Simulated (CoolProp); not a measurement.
500 sccm (0 °C, 1 atm) of nitrogen bubbles through liquid toluene at 325.9 K and leaves saturated at a total pressure of 0.134 MPa (ideal gas phase). Each further row changes one setting.

Model: reference Helmholtz-energy equation of state, Lemmon 2006, in CoolProp. It is a short technical equation, of lower accuracy than the large ones.

```csv
case,vapour pressure (kPa),mole fraction of vapour,delivery (mg/min),delivery (sccm),change of delivery for a bath 1 K warmer (%)
as stated,13.8,[?],236,[?],4.8
bath temperature 330.9 K,[?],0.126,[?],[?],[?]
total pressure 0.268 MPa,13.8,[?],112,[?],4.5
```

**Question.** Fill in the missing entries.

**Answer.** 
- as stated, mole fraction of vapour: 0.103
- as stated, delivery (sccm): 57.4
- bath temperature 330.9 K, vapour pressure (kPa): 16.9
- bath temperature 330.9 K, delivery (mg/min): 298
- bath temperature 330.9 K, delivery (sccm): 72.4
- bath temperature 330.9 K, change of delivery for a bath 1 K warmer (%): 4.7
- total pressure 0.268 MPa, mole fraction of vapour: 0.0515
- total pressure 0.268 MPa, delivery (sccm): 27.1
